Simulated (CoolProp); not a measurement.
Computed with CoolProp (reference Helmholtz-energy equation of state, Wagner 2002).

Question: For water, give the phase and the Z, cv (kJ/(kg K)), expansivity (1/kK), viscosity (µPa s) at 694 K and 51 MPa; 750 K and 51 MPa; 764 K and 51 MPa.

Answer: 
- 694 K and 51 MPa: supercritical; Z 0.307, cv 2.87, expansivity 6.44, viscosity 61.8
- 750 K and 51 MPa: supercritical; Z 0.460, cv 2.79, expansivity 8.95, viscosity 44.9
- 764 K and 51 MPa: supercritical; Z 0.509, cv 2.72, expansivity 7.89, viscosity 42.6

Viscosity comes from a separate model (Huber 2009).
